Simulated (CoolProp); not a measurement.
Hydrogen chloride along the isobar 6.03 bar: density (kg/m³) from the reference equation and from simpler models built on Tc = 324.7 K, pc = 83.14 bar, ω = 0.130; each cubic takes its own stable root.

Model: reference Helmholtz-energy equation of state, Thol 2018, in CoolProp.

```
T (K)   phase  reference  van der Waals  Redlich-Kwong  Soave-Redlich-Kwong  Peng-Robinson
-----  ------  ---------  -------------  -------------  -------------------  -------------
216.2  liquid       1113          12.99          962.1                975.3           1103
223.8  liquid       1091          12.49          12.76                954.0           1080
231.4     gas      12.55          12.03          12.25                12.29          12.33
239       gas      12.01          11.60          11.79                11.82          11.86
246.6     gas      11.53          11.20          11.36                11.38          11.43
254.2     gas      11.10          10.83          10.96                10.99          11.02
261.8     gas      10.71          10.49          10.60                10.62          10.65
269.4     gas      10.34          10.17          10.26                10.27          10.31
276.9     gas      10.02          9.869          9.947                9.959          9.992
284.5     gas      9.706          9.585          9.651                9.660          9.692
292.1     gas      9.419          9.318          9.374                9.380          9.410
299.7     gas      9.150          9.065          9.113                9.117          9.146
307.3     gas      8.898          8.827          8.867                8.870          8.897
```

At some of these states van der Waals, Redlich-Kwong gives the other phase, because its saturation line lies elsewhere.
